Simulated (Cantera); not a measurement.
Feed: 1 mol Pb, 0.18 mol O2, 36 mol H2, held at 1498 K and 13.0 Pa.

Cantera equilibrium calculation (NASA polynomials, part measured and part estimated; ideal gas, pure solids and liquids). Candidate condensed phases: H2O, Pb, PbO, PbO2, Pb3O4; 12 gas species. Equilibrium is a limit: real reactors are often held back by kinetics, nucleation or transport.

Base state: H2 0.962, Pb 0.0270, H2O 0.00972, H 0.00148 (mole fractions); condensed: gas only.

**Question.** What changes in the equilibrium state with this change: Pb replaced by HgO?

**Answer.** 
```json
[
 {"species": "H2", "before": "0.962", "after": "0.935"},
 {"species": "H2O", "before": "0.00972", "after": "0.0367"},
 {"species": "Hg", "before": "0", "after": "0.0270"},
 {"species": "Pb", "before": "0.0270", "after": "0"},
 {"species": "H", "before": "0.00148", "after": "0.00146"}
]
```
Further candidate phases: Hg, HgO.

**Question.** What changes in the equilibrium state with this change: O2 from 0.18 to 0.015 mol?

**Answer.** 
```json
[
 {"species": "H2", "before": "0.962", "after": "0.971"},
 {"species": "Pb", "before": "0.0270", "after": "0.0270"},
 {"species": "H", "before": "0.00148", "after": "0.00148"},
 {"species": "H2O", "before": "0.00972", "after": "0.000810"}
]
```

**Question.** What changes in the equilibrium state with this change: H2 from 36 to 0.44 mol?

**Answer.** 
```csv
species,before,after
Pb,0.0270,0.693
H2O,0.00972,0.249
H2,0.962,0.0565
PbO,1.03e-7,0.00115
OH,4.24e-7,4.47e-5
H,0.00148,0.000358
```
